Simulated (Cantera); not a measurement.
# Reactions in the system N-Nb-O

Cantera with NASA thermochemical tables; ideal gases at 1 bar, condensed phases pure. Values are per mole of reaction as written; species without (g) are pure solids or liquids, kept so even where they would boil at 1 bar.

2 NO2(g) + 2 Nb ⇌ 2 NbO2 + N2(g)

| T (K) | ΔH° (kJ) | ΔS° (J/K) | ΔG° (kJ) | log10 K |
|---|---|---|---|---|
| 648 | -1649.2 | -232.9 | -1498.4 | 120.78 |
| 698 | -1647.8 | -230.7 | -1486.8 | 111.26 |
| 748 | -1646.3 | -228.6 | -1475.3 | 103.02 |
| 798 | -1644.6 | -226.4 | -1463.9 | 95.82 |
| 848 | -1642.8 | -224.2 | -1452.7 | 89.48 |
